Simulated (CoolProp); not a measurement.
n-nonane along the isotherm 326.85 °C: Z from the reference equation and from simpler models built on Tc = 321.4 °C, pc = 2.282 MPa, ω = 0.443; each cubic takes its own stable root.

Values from CoolProp's reference Helmholtz-energy equation of state, Lemmon 2006. It is a short technical equation, of lower accuracy than the large ones.

| p (MPa) | phase | reference |
|---|---|---|
| 0.018 | gas | 0.9973 |
| 0.0411 | gas | 0.9939 |
| 0.0934 | gas | 0.9860 |
| 0.213 | gas | 0.9677 |
| 0.484 | gas | 0.9241 |
| 1.1 | gas | 0.8111 |
| 2.51 | supercritical | 0.2284 |
| 5.7 | supercritical | 0.3424 |

How far does each simpler model (van der Waals, Redlich-Kwong, Soave-Redlich-Kwong, Peng-Robinson) lie from the reference over these 8 states: mean and median of the absolute difference, and the worst?


- van der Waals: mean 11.6 %, median 0.8 %, worst +49.2 % at 326.85 °C and 5.7 MPa
- Redlich-Kwong: mean 5.8 %, median 0.1 %, worst +24.0 % at 326.85 °C and 2.51 MPa
- Soave-Redlich-Kwong: mean 7.0 %, median 0.2 %, worst +33.0 % at 326.85 °C and 2.51 MPa
- Peng-Robinson: mean 4.3 %, median 0.4 %, worst +22.9 % at 326.85 °C and 2.51 MPa
